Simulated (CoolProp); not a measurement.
Properties of chloromethane (R40) along the isobar 0.101 MPa (Tc = 418.6 K, pc = 6.929 MPa, ω = 0.150).

Model: reference Helmholtz-energy equation of state, Thol 2014, in CoolProp.

```tsv
T (K)	phase	density (kg/m³)	speed of sound (m/s)	Joule-Thomson coefficient (K/MPa)	expansivity (1/kK)
315	gas	1.975	252.1	30.40	3.337
341.5	gas	1.815	261.6	23.23	3.037
367.9	gas	1.681	270.6	18.33	2.795
394.3	gas	1.566	279.2	14.84	2.592
420.7	gas	1.466	287.4	12.27	2.419
447.2	gas	1.377	295.5	10.33	2.269
473.6	gas	1.300	303.2	8.832	2.137
500	gas	1.230	310.8	7.654	2.021
```
